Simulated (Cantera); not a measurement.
A Cantera script and its output.

```python
import numpy as np
import cantera as ct

gas = ct.Solution("gri30.yaml")
gas.TPX = 1198, 1300, {'H2': 0.024, 'O2': 1}
reactor = ct.IdealGasConstPressureReactor(gas, energy="off", clone=False)
net = ct.ReactorNet([reactor])
net.rtol, net.atol = 1e-08, 1e-18
show = ['H2', 'O2', 'H2O', 'O', 'HO2', 'H', 'OH']
times = np.geomspace(2e-05, 2, 14)

steps = ct.SolutionArray(gas, extra=["t"])
rows = []
print(f"{'t/s':>10s}{'T/K':>9s}{'P/Pa':>11s}" + "".join(f"{s:>11s}" for s in show))
for t in times:
    while net.time < t:
        t_next = net.step()
        steps.append(gas.state, t=t_next)
    rows.append([np.interp(t, steps.t, y) for y in (steps.T, steps.P, *steps(*show).X.T)])
    print(f"{t:10.3e}{rows[-1][0]:9.1f}{rows[-1][1]:11.4g}" + "".join(f"{x:11.3e}" for x in rows[-1][2:]))
rate = np.gradient(steps.T, steps.t)
print("integrator steps:", len(steps.t))
if steps.T.max() > steps.T[0] + 200:
    print(f"time of steepest temperature rise: {steps.t[rate.argmax()]:.4e} s")
gas.TPX = 1198, 1300, {'H2': 0.024, 'O2': 1}
gas.equilibrate("TP")
print(f"equilibrium (TP): T = {gas.T:.1f} K  " + "  ".join(f"{s} {gas[s].X[0]:.3e}" for s in show))
```

It prints:

```
       t/s      T/K       P/Pa         H2         O2        H2O          O        HO2          H         OH
 2.000e-05   1198.0       1300  2.344e-02  9.766e-01  3.640e-12  7.687e-11  3.949e-10  3.213e-10  7.509e-11
 4.849e-05   1198.0       1300  2.344e-02  9.766e-01  4.398e-11  3.775e-10  9.578e-10  6.225e-10  3.566e-10
 1.176e-04   1198.0       1300  2.344e-02  9.766e-01  4.600e-10  1.647e-09  2.324e-09  1.130e-09  1.442e-09
 2.850e-04   1198.0       1300  2.344e-02  9.766e-01  4.358e-09  7.322e-09  5.644e-09  2.642e-09  5.652e-09
 6.910e-04   1198.0       1300  2.344e-02  9.766e-01  5.408e-08  5.355e-08  1.380e-08  1.401e-08  3.724e-08
 1.675e-03   1198.0       1300  2.343e-02  9.766e-01  3.016e-06  2.443e-06  4.130e-08  5.977e-07  1.657e-06
 4.062e-03   1198.0       1300  1.180e-02  9.671e-01  9.024e-03  6.879e-03  2.370e-06  2.050e-03  3.185e-03
 9.848e-03   1198.0       1300  2.130e-04  9.574e-01  2.139e-02  1.732e-02  1.855e-06  1.992e-03  1.719e-03
 2.388e-02   1198.0       1300  1.769e-04  9.603e-01  2.177e-02  1.466e-02  1.744e-06  1.541e-03  1.575e-03
 5.789e-02   1198.0       1300  1.246e-04  9.652e-01  2.234e-02  1.015e-02  1.525e-06  8.915e-04  1.325e-03
 1.403e-01   1198.0       1300  6.229e-05  9.708e-01  2.296e-02  4.981e-03  1.131e-06  3.084e-04  9.386e-04
 3.403e-01   1198.0       1300  2.037e-05  9.744e-01  2.337e-02  1.614e-03  6.403e-07  5.711e-05  5.384e-04
 8.249e-01   1198.0       1300  4.873e-06  9.758e-01  2.357e-02  3.863e-04  2.669e-07  6.704e-06  2.645e-04
 2.000e+00   1198.0       1300  1.055e-06  9.761e-01  2.365e-02  8.399e-05  8.802e-08  6.812e-07  1.237e-04
integrator steps: 1208
equilibrium (TP): T = 1198.0 K  H2 2.582e-09  O2 9.763e-01  H2O 2.371e-02  O 2.095e-07  HO2 6.827e-09  H 8.529e-11  OH 6.188e-06
```

Detailed kinetics in Cantera: GRI-Mech 3.0 (53 species, 325 reactions). Radical loss at walls, strong at low pressure, is not modelled.
